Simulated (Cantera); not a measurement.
Input (Python, Cantera) and output of one run.

```python
import numpy as np
import cantera as ct

gas_names = """
    AL ALCL ALCL2 ALCL3 ALH AL2 AL2CL6 CL CL2 H HCL H2
""".split()
cond_names = """
    AL(cr) AL(L) ALCL3(s) ALCL3(L)
""".split()


# ... load() reads the species with a 1 bar reference pressure and builds the phases ...
atoms = {
    'Al': {'AL': 1},
    'HCl': {'H': 1, 'CL': 1},
}
top_T = {}  # K; cautious upper limits of use, not melting points


# ... equilibrate(T, P, feed) seeds the gas with the atoms and calls Mixture.equilibrate('TP', solver="vcs", rtol=1e-11, max_steps=5000) ...
results = []
feed = {'Al': 1, 'HCl': 0.74}  # mol
T = 900  # K
P = 13332.2  # Pa
mix = equilibrate(T, P, feed)
results.append((T, P, feed, dict(zip(mix.species_names, mix.species_moles))))
x = sorted(zip(gas.X, gas.species_names), reverse=True)
print(f"T = {T:g} K  P = {P:g} Pa  gas = {mix.phase_moles(0):.4g} mol")
print("   x: " + "  ".join(f"{s} {v:.3e}" for v, s in x if v > 1e-06))
print("   condensed (mol): " + ("  ".join(f"{mix.phase(i).name} {mix.phase_moles(i):.4g}"
      for i in range(1, mix.n_phases) if mix.phase_moles(i) > 1e-12) or "none"))
```

Result:

```
T = 900 K  P = 13332.2 Pa  gas = 0.6124 mol
   x: H2 6.041e-01  ALCL3 3.825e-01  AL2CL6 9.138e-03  ALCL 2.533e-03  ALCL2 1.635e-03  HCL 1.846e-05
   condensed (mol): AL(cr) 0.752
```

Equilibrium computed with Cantera from the NASA thermochemical tables; the gas is ideal and each condensed phase is pure. The tables' values for AlCl2 are old estimates; treat these amounts as uncertain.
